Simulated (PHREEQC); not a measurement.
Model water analysis in mg/L, 20 °C, pH 1.93, pe 11.4: Na 193; K 0.00277; Ca 411; Mg 70; Cl 156; S(6) as SO4 2580; Si as SiO2 2.37; Cu(2) 1.12; Al 1.91.

Valence states are taken as typed.

All values are PHREEQC results (ion-association model, phreeqc.dat), not measurements.

Question: The ionic strength comes out as 0.0634 mol/kgw. What activity coefficients do Al(SO4)2-, Cu+2, HSO4-, SO4-2, Al+3 get?

Answer: Al(SO4)2- 0.81, Cu+2 0.46, HSO4- 0.81, SO4-2 0.43, Al+3 0.22.

No solid was allowed to form. Species that the database lacks are ignored.
